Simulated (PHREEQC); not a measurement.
# Acid rinse or clean (model solution)

Make-up at 48 °C: 45 mmol/kgw HBr, 12 mmol/kgw CuSO4 and 33 mmol/kgw KCl. Closed to the air; pH follows from the charge balance.

Computed with PHREEQC (ion-association model, wateq4f.dat).

The pH comes out as 1.51 and the ionic strength is 0.104 mol/kgw. The total alkalinity comes out as -45.0 meq/kg.

```tsv
species	molality	activity	log γ
Br-	0.0450	0.0347	-0.113
H+	0.0375	0.0307	-0.087
K+	0.0326	0.0246	-0.123
Cl-	0.0320	0.0241	-0.123
Cu+2	0.0101	0.00384	-0.419
HSO4-	0.00749	0.00573	-0.116
```

This is a speciation only: nothing precipitates in the calculation. Species that the database lacks are ignored. Away from 25 °C the constants follow the database's enthalpies or fits; those with neither stay at their 25 °C values.
